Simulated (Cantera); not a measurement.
A freely propagating, adiabatic, planar premixed flame of CH4 : C2H6 : O2 : N2 = 1 : 0.49 : 4.59 : 16.5 (molar parts), unburnt at 623 K and 10.0 bar; mixture-averaged transport, grid criteria slope 0.08 and curve 0.16, no radiation.

Cantera simulation using GRI-Mech 3.0 (53 species, 325 reactions); the numbers are that mechanism's predictions, not measurements. Burning velocities carry a grid error of a few per cent, more on coarse grids.

Q: How do the results move with these cheaper or finer settings: unity-Lewis-number transport; multicomponent transport; multicomponent+Soret transport; grid criteria slope 0.5, curve 1; grid criteria slope 0.25, curve 0.5; grid criteria slope 0.03, curve 0.06?

A: 
| setting | laminar burning velocity | thermal thickness | peak x(HCO) | peak x(C2H4) | grid points |
|---|---|---|---|---|---|
| as above | 63.0 cm/s | 0.0554 mm | 2.10e-5 | 0.00332 | 136 |
| unity-Lewis-number transport | 58.9 cm/s | 0.0541 mm | 2.31e-5 | 0.00251 | 145 |
| multicomponent transport | 63.8 cm/s | 0.0559 mm | 2.13e-5 | 0.00337 | 136 |
| multicomponent+Soret transport | 63.0 cm/s | 0.0561 mm | 2.11e-5 | 0.00338 | 136 |
| grid criteria slope 0.5, curve 1 | 70.3 cm/s | 0.0595 mm | 2.10e-5 | 0.00330 | 35 |
| grid criteria slope 0.25, curve 0.5 | 65.8 cm/s | 0.0569 mm | 2.10e-5 | 0.00333 | 59 |
| grid criteria slope 0.03, curve 0.06 | 61.9 cm/s | 0.0549 mm | 2.09e-5 | 0.00332 | 363 |
The base run took roughly 6 core-seconds.
Unity Lewis numbers drop preferential diffusion, which matters most where H2 and H carry the flame; Soret adds thermal diffusion.
